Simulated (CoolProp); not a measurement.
The numbers come from the reference Helmholtz-energy equation of state, Thol 2012 in CoolProp.

**Question.** For benzene, give the phase and the speed of sound (m/s), isothermal compressibility (1/MPa), expansivity (1/kK), viscosity (µPa s) at 376.7 K and 11.1 MPa; 493.8 K and 11.1 MPa.

**Answer.** 
- 376.7 K and 11.1 MPa: liquid; speed of sound 1030, isothermal compressibility 0.00160, expansivity 1.32, viscosity 286
- 493.8 K and 11.1 MPa: liquid; speed of sound 622, isothermal compressibility 0.00520, expansivity 2.04, viscosity 120

Viscosity comes from a separate model (Avgeri 2014).
